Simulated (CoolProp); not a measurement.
A closed Brayton cycle with dry air: compressor inlet 307.15 K and 5.9 MPa, high pressure 13.5 MPa, turbine inlet 655 K, compressor efficiency 0.89, turbine efficiency 0.9, recuperator effectiveness 0.8 (on enthalpy, no pinch check). Each further row changes one setting.

Model: reference Helmholtz-energy equation of state, Lemmon 2000, in CoolProp. It is a pseudo-pure fit of the blend.

```tsv
case	thermal efficiency (%)	net work (kJ/kg)	compressor to turbine work	compressor exit (K)	turbine exit (K)
as stated	21.7	35.6	0.73	400.7	534.6
turbine inlet 605 K	?	25.5	?	400.7	?
compressor inlet 317.15 K	?	32.3	0.75	?	534.6
high pressure 11.5 MPa	22.0	?	?	380.8	556.1
recuperator effectiveness 0.5	17.2	35.6	0.73	400.7	534.6
```

Problem. Some entries are withheld; supply them.

Solution. 
- turbine inlet 605 K, thermal efficiency (%): 17.6
- turbine inlet 605 K, compressor to turbine work: 0.79
- turbine inlet 605 K, turbine exit (K): 492.6
- compressor inlet 317.15 K, thermal efficiency (%): 20.1
- compressor inlet 317.15 K, compressor exit (K): 413.6
- high pressure 11.5 MPa, net work (kJ/kg): 32.9
- high pressure 11.5 MPa, compressor to turbine work: 0.69
